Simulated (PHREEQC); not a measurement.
A solution holds 32 mmol/kgw NaCl and 1.3 mmol/kgw FeCl2, at 14 °C. Closed to the air; pH follows from the charge balance.

Equilibrium calculation in PHREEQC: ion-association model, phreeqc.dat.

Precipitation was switched off in this run.

Task: What pH, specific conductance does the model give?

Result: pH 6.51; specific conductance 2940 µS/cm.

Task: In which forms is Fe present?

Result: Fe+2 98 %, FeCl+ 2.4 % of the Fe.

Complexes and solids missing from the database can't appear. Away from 25 °C the constants follow the database's enthalpies or fits; those with neither stay at their 25 °C values.
